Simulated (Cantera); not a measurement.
Input: 1 mol Cu₂O, 950 mol H₂, equilibrated at 1.00 bar.

Equilibrium computed with Cantera from the NASA thermochemical tables; the gas is ideal and each condensed phase is pure. Candidate condensed phases: Cu, CuO, Cu(OH)₂, Cu₂O, H₂O; 12 gas species. Equilibrium is a limit: real reactors are often held back by kinetics, nucleation or transport.

Question: Which condensed phases are stable at each of these points (T (K)): 1623, 1673, 1723, 1773, 1823, 1873, 1923, 1973, 2023?

Answer: 
| T (K) | condensed phases | Cu condensed (%) |
|---|---|---|
| 1623 | Cu(l) | 97.4 |
| 1673 | Cu(l) | 94.7 |
| 1723 | Cu(l) | 89.8 |
| 1773 | Cu(l) | 81.2 |
| 1823 | Cu(l) | 66.4 |
| 1873 | Cu(l) | 41.8 |
| 1923 | Cu(l) | 2.1 |
| 1973 | gas only | 0.0 |
| 2023 | gas only | 0.0 |

From 1623 K to 1923 K the condensed part is Cu(l). From 1973 K to 2023 K nothing is condensed.
